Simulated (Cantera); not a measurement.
Feed: 1 mol BCl₃, 19 mol H₂, 130 mol N₂, held at 1.00 bar.

Method: chemical equilibrium by Gibbs-energy minimisation in Cantera with the NASA 1993 tables (ideal gas, pure condensed phases). Candidate condensed phases: B, BN, NH₄Cl; 21 gas species. The tables' values for BCl, BCl₂, BH₂ are old estimates; treat these amounts as uncertain. Kinetics and transport are ignored. All values below are at 2323 K.

Base state: N₂ 0.861, H₂ 0.115, HCl 0.0187, H 0.00369, BCl 0.000752, Cl 0.000431, BCl₂ 2.88e-5, BH₂ 2.45e-5 (mole fractions); condensed: BN(s).

Problem. What changes in the equilibrium state with this change: BCl₃ replaced by B₂H₆?

Solution. 
```json
[
 {"species": "N₂", "before": "0.861", "after": "0.853"},
 {"species": "H₂", "before": "0.115", "after": "0.143"},
 {"species": "H", "before": "0.00369", "after": "0.00412"},
 {"species": "HCl", "before": "0.0187", "after": "0"},
 {"species": "BH₂", "before": "2.45e-5", "after": "3.07e-5"},
 {"species": "BCl", "before": "0.000752", "after": "0"},
 {"species": "Cl", "before": "0.000431", "after": "0"},
 {"species": "BCl₂", "before": "2.88e-5", "after": "0"},
 {"species": "BN(s), mol", "before": "0.878", "after": "1.99"}
]
```
The feed counts by its element totals alone. The tables' values for BH₂ are old estimates; treat these amounts as uncertain.
